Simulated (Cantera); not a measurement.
An isothermal, constant-pressure homogeneous reactor starts with 30.3 % CH4, 69.7 % N2, at 1498 K and 0.133 bar.

Detailed kinetics in Cantera: GRI-Mech 3.0 (53 species, 325 reactions). GRI-Mech 3.0 stops at C3 and has no aromatics, soot or wall deposition, so with more carbon than oxygen in the feed, carbon stays in small species such as C2H2 where larger ones or solid carbon would form.

Question: Predict: x(CH4) at 40.0 s; x(HCN) at 40.0 s; x(CH3) at 40.0 s; x(H2) at 40.0 s; x(C2H2) at 40.0 s; x(C2H6) at 40.0 s.

Answer: 
| Property | Value |
|---|---|
| x(CH4) at 40.0 s | 0.00954 (gas-phase equilibrium 0.00600) |
| x(HCN) at 40.0 s | 3.78e-8 (gas-phase equilibrium 0.0904) |
| x(CH3) at 40.0 s | 1.54e-5 (gas-phase equilibrium 9.83e-6) |
| x(H2) at 40.0 s | 0.337 (gas-phase equilibrium 0.341) |
| x(C2H2) at 40.0 s | 0.111 (gas-phase equilibrium 0.0680) |
| x(C2H6) at 40.0 s | 7.25e-7 (gas-phase equilibrium 3.55e-7) |
